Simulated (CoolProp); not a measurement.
Properties of R113 along the isobar 1.01 bar (Tc = 487.2 K, pc = 33.92 bar, ω = 0.253).

Model: reference Helmholtz-energy equation of state, Marx 1992, in CoolProp.

| T (K) | phase | density (kg/m³) | cp (kJ/(kg K)) | cv (kJ/(kg K)) | isothermal compressibility (1/MPa) |
|---|---|---|---|---|---|
| 304.5 | liquid | 1548 | 0.9239 | 0.6751 | 0.001921 |
| 324.3 | gas | 7.306 | 0.6935 | 0.6396 | 10.33 |
| 344 | gas | 6.835 | 0.7070 | 0.6554 | 10.24 |
| 363.8 | gas | 6.426 | 0.7214 | 0.6714 | 10.18 |
| 383.6 | gas | 6.068 | 0.7359 | 0.6869 | 10.13 |
| 403.3 | gas | 5.752 | 0.7498 | 0.7015 | 10.09 |
| 423.1 | gas | 5.467 | 0.7631 | 0.7154 | 10.06 |
| 442.9 | gas | 5.211 | 0.7757 | 0.7285 | 10.04 |
| 462.7 | gas | 4.979 | 0.7877 | 0.7408 | 10.02 |
| 482.4 | gas | 4.768 | 0.7989 | 0.7523 | 10.01 |
